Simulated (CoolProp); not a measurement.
Vapour pressure (kPa) of neopentane: the reference equation beside estimates from Tc = 160.6 °C, pc = 3196 kPa, ω = 0.196.

Computed with CoolProp (reference Helmholtz-energy equation of state, Lemmon 2006). It is a short technical equation, of lower accuracy than the large ones.

| T (°C) | reference | van der Waals | Redlich-Kwong |
|---|---|---|---|
| 56.15 | 417.9 | 957.6 | 535.2 |
| 61.55 | 478.8 | 1035 | 604.8 |
| 66.95 | 546.0 | 1116 | 680.4 |
| 72.25 | 618.4 | 1200 | 760.7 |
| 77.65 | 699.3 | 1289 | 849.1 |
| 83.05 | 787.7 | 1382 | 944.3 |
| 88.45 | 884.1 | 1479 | 1047 |
| 93.85 | 988.7 | 1580 | 1156 |
| 99.25 | 1102 | 1686 | 1273 |
| 104.65 | 1225 | 1796 | 1398 |
| 110.05 | 1357 | 1910 | 1530 |
| 115.35 | 1498 | 2026 | 1669 |
| 120.75 | 1651 | 2149 | 1818 |
| 126.15 | 1816 | 2276 | 1975 |
| 131.55 | 1993 | 2408 | 2142 |

Absolute difference from the reference over all 15 rows, mean and median: van der Waals 65.5 and 59.8 %, Redlich-Kwong 17.3 and 16.9 %.
